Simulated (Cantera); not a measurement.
Low-pressure radical oxidation in H2/O2

A perfectly stirred reactor is fed with 2.63 % H2, 61.2 % O2, 36.1 % N2, at 0.0267 bar; it is held at 923 K, and followed from long to short residence time.

Computed with Cantera and the H2/O2 subset of GRI-Mech 3.0, which has no nitrogen chemistry. Radical loss at walls, strong at low pressure, is not modelled. Below about 950 K walls govern HO2 and H2O2 in real vessels.

| τ (s) | x H2 | x O2 | x HO2 | x H | x H2O2 | x O | x H2O |
|---|---|---|---|---|---|---|---|
| 18 | 0.000107 | 0.607 | 1.16e-6 | 1.58e-6 | 5.28e-8 | 5.17e-5 | 0.0266 |
| 4.9 | 0.000226 | 0.607 | 1.99e-6 | 5.78e-6 | 7.65e-8 | 0.000114 | 0.0264 |
| 1.4 | 0.000450 | 0.607 | 3.22e-6 | 2.00e-5 | 1.09e-7 | 0.000234 | 0.0262 |
| 0.38 | 0.000905 | 0.607 | 4.98e-6 | 7.16e-5 | 1.57e-7 | 0.000475 | 0.0256 |
| 0.11 | 0.00174 | 0.607 | 6.97e-6 | 0.000234 | 2.15e-7 | 0.000898 | 0.0246 |
| 0.029 | 0.00349 | 0.606 | 8.94e-6 | 0.000768 | 2.80e-7 | 0.00168 | 0.0225 |
| 0.0081 | 0.00681 | 0.606 | 1.01e-5 | 0.00195 | 3.25e-7 | 0.00267 | 0.0183 |
x: mole fraction; the columns are a selection and need not sum to one.
